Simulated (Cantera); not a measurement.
Equilibrium for silicon epitaxy and polysilicon growth: SiHCl3 + Cl2 + H2

Charge: 1 mol SiHCl3, 0.016 mol Cl2, 12 mol H2, equilibrated at 1027 °C.

These are equilibrium values from Cantera (NASA tables, ideal gas, pure condensed phases), not measurements of a reactor. Candidate condensed phases: Si; 19 gas species. The tables' values for SiCl3 are old estimates; treat these amounts as uncertain. The numbers say what is thermodynamically allowed, not how fast it happens.

From 1.00 mbar to 2.00 bar the condensed part is Si(s). The main Si-bearing gas is SiCl2 at 1.00 mbar and SiCl4 at 2.00 bar. The share of Si in condensed phases is highest at 21.0 mbar (33.9 %) and lowest at 2.00 bar (25.5 %).

```
P (Pa)   x H2   x HCl  x SiCl2   x SiCl4  x SiHCl3  x SiCl3  n Si(s)
------  -----  ------  -------  --------  --------  -------  -------
100     0.834   0.118   0.0448  0.000549  0.000176  0.00203    0.335
460     0.839   0.113   0.0409   0.00211  0.000711  0.00381    0.336
2100    0.850   0.103   0.0330   0.00628   0.00237  0.00591    0.339
9600    0.866  0.0850   0.0222    0.0130   0.00604  0.00698    0.333
44000   0.884  0.0647   0.0126    0.0192    0.0120  0.00639    0.306
200000  0.898  0.0463  0.00637    0.0222    0.0196  0.00488    0.255
```
x: gas mole fraction; n: condensed amount in mol.
